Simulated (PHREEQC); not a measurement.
Dissolve 0.0023 mol/kgw HF, 0.17 mol/kgw NH4F and 3.9e-05 mol/kgw H2SiF6 at 25 °C. Closed to the air; pH follows from the charge balance.

Equilibrium calculation in PHREEQC: ion-association model, wateq4f.dat.

Each row changes one thing in this solution. Precipitation was switched off in this run.

```csv
case,pH,ionic strength (mol/kgw),HF (mol/kgw),HF2- (mol/kgw),NH3 (mol/kgw),H2F2 (mol/kgw)
as made,5.09,0.170,0.00141,0.000953,9.06e-6,5.41e-6
HF from 0.0023 to 0.00046 mol/kgw,5.71,0.170,0.000342,0.000231,3.76e-5,3.17e-7
diluted 2-fold with water,5.04,0.0850,0.000885,0.000293,4.17e-6,2.08e-6
HF from 0.0023 to 0.023 mol/kgw,4.10,0.170,0.0134,0.00862,9.14e-7,0.000486
H2SiF6 replaced by (CH3)4NF at the same molality,5.11,0.170,0.00137,0.000923,9.38e-6,5.06e-6
HF from 0.0023 to 0.00023 mol/kgw,5.90,0.170,0.000220,0.000149,5.85e-5,1.31e-7
```

SiF6-2 is the database's only silicon fluoride.
